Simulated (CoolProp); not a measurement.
The numbers come from the reference Helmholtz-energy equation of state, de Reuck 1993 in CoolProp.

Question: Give the vapour pressure (bar), vapour density (kg/m³), enthalpy of vaporisation (kJ/kg), liquid cp (kJ/(kg K)) of saturated methanol at 104.35 °C.

Answer: 
```tsv
T (°C)	p (bar)	vapour density (kg/m³)	enthalpy of vaporisation (kJ/kg)	liquid cp (kJ/(kg K))
104.35	4.05	4.61	1010	3.22
```
